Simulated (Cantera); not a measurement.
An adiabatic, constant-volume homogeneous reactor starts with 19.5 % CO, 17.5 % H2, 13.2 % O2, 49.7 % N2, equivalence ratio 1.4, at 1375 K and 0.820 bar.

Cantera simulation using GRI-Mech 3.0 (53 species, 325 reactions); the numbers are that mechanism's predictions, not measurements.

One state of this run: T (K) = 2920; P (bar) = 1.59; x CO = 0.133; x H2 = 0.0319; x O2 = 0.0142; x NO = 0.00934; x H2O2 = 3.22e-7; x H2O = 0.140; x OH = 0.0239. x: mole fraction; the columns are a selection and need not sum to one.

**Question.** Which value of t (s) does it belong to?
A) 4.00e-6
B) 0.00566
C) 1.71e-5
D) 7.28e-5

**Answer.** B, 0.00566
